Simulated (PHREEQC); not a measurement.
Dissolve 0.0017 mol NaH2PO4, 0.00057 mol NaOH and 0.15 mol NiSO4 per kg of water at 25 °C. Closed to the air; pH follows from the charge balance.

The numbers come from PHREEQC with the ion-association model, wateq4f.dat.

Each row changes one thing in this solution. This is a speciation only: nothing precipitates in the calculation.

```csv
case,pH,ionic strength (mol/kgw),Na+ (mol/kgw),H2PO4- (mol/kgw),HPO4-2 (mol/kgw),NaHPO4- (mol/kgw)
as made,6.45,0.304,0.00207,0.00114,0.000559,5.83e-7
NiSO4 from 0.15 to 0.075 mol/kgw,6.52,0.171,0.00213,0.00114,0.000562,7.31e-7
diluted 2-fold with water,6.51,0.169,?,0.000572,0.000278,1.81e-7
NiSO4 left out,6.83,0.00284,?,0.00113,0.000568,1.99e-6
diluted 100-fold with water,6.74,0.00530,2.26e-5,1.19e-5,5.07e-6,1.64e-10
diluted 10-fold with water,6.64,0.0413,0.000221,?,5.38e-5,1.13e-8
0.0021 mol/kgw HCl added,3.42,0.304,0.00208,0.00164,7.50e-7,7.83e-10
```

Some entries are withheld; supply them.


- diluted 2-fold with water, Na+ (mol/kgw): 0.00107
- NiSO4 left out, Na+ (mol/kgw): 0.00227
- diluted 10-fold with water, H2PO4- (mol/kgw): 0.000116

Some of these states are supersaturated (in Ni3(PO4)2, Ni(OH)2, for instance). H3PO4, which wateq4f.dat lacks, is added to it with the constant of phreeqc.dat. The database has no phosphate complexes of Ni.
